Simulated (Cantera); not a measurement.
## Premixed flame

A freely propagating, adiabatic, planar premixed flame of CH4 : H2 : O2 : N2 : H2O = 1 : 0.36 : 1.98 : 7.45 : 0.85 (molar parts), equivalence ratio 1.1, unburnt at 473 K and 940000 Pa; mixture-averaged transport, grid criteria slope 0.08 and curve 0.16, no radiation.

Detailed kinetics in Cantera: GRI-Mech 3.0 (53 species, 325 reactions). Burning velocities carry a grid error of a few per cent, more on coarse grids.

| z (mm) | T (K) | u (m/s) | x CH4 | x H2 | x O2 | x NO | x CH2O | x CO |
|---|---|---|---|---|---|---|---|---|
| -0.302 | 474 | 0.272 | 0.0859 | 0.0303 | 0.170 | <1e-8 | 2.78e-7 | 9.62e-6 |
| -0.201 | 482 | 0.277 | 0.0856 | 0.0293 | 0.170 | <1e-8 | 4.32e-6 | 0.000109 |
| -0.151 | 510 | 0.293 | 0.0841 | 0.0281 | 0.168 | 2.74e-8 | 2.69e-5 | 0.000526 |
| -0.101 | 640 | 0.368 | 0.0771 | 0.0260 | 0.159 | 2.67e-7 | 0.000198 | 0.00285 |
| -0.0504 | 1131 | 0.655 | 0.0497 | 0.0233 | 0.116 | 4.64e-6 | 0.00116 | 0.0143 |
| -0.0252 | 1547 | 0.900 | 0.0252 | 0.0221 | 0.0727 | 1.27e-5 | 0.00116 | 0.0259 |
| 0 | 1926 | 1.12 | 0.00469 | 0.0198 | 0.0290 | 2.34e-5 | 0.000317 | 0.0341 |
| 0.0252 | 2085 | 1.21 | 0.000204 | 0.0166 | 0.00888 | 3.66e-5 | 3.22e-5 | 0.0290 |
| 0.0504 | 2138 | 1.24 | 6.42e-6 | 0.0154 | 0.00378 | 4.38e-5 | 1.31e-6 | 0.0236 |
| 0.101 | 2183 | 1.26 | 2.90e-8 | 0.0148 | 0.00145 | 4.87e-5 | <1e-8 | 0.0204 |
| 0.201 | 2210 | 1.27 | <1e-8 | 0.0143 | 0.000497 | 5.14e-5 | <1e-8 | 0.0194 |
| 0.403 | 2222 | 1.28 | <1e-8 | 0.0140 | 0.000164 | 5.30e-5 | <1e-8 | 0.0191 |
| 0.806 | 2226 | 1.28 | <1e-8 | 0.0139 | 8.13e-5 | 5.45e-5 | <1e-8 | 0.0190 |
x: mole fraction of selected species; z is measured from the peak of heat release.

```yaml
laminar_burning_velocity: 27.2 cm/s
thermal_thickness: 0.101 mm
peak x(CH2O): 0.00135
peak x(CO): 0.0341
grid_points: 138
```
